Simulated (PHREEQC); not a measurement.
**Buffer: speciation**

Consider water at 57 °C with 0.044 mol HF and 0.00038 mol Na2CO3 per kg of water. Closed to the air; pH follows from the charge balance.

All values are PHREEQC results (ion-association model, phreeqc.dat), not measurements.

No solid was allowed to form.

**Question.** What pH, ionic strength does the model give?

**Answer.** pH 2.43; ionic strength 0.00475 mol/kgw.

**Question.** In which forms is F present?

**Answer.** HF 88 %, F- 9.2 %, HF2- 3.1 % of the F.

Species that the database lacks are ignored. At this temperature some constants are extrapolated from 25 °C, and those without enthalpy data are left unchanged.
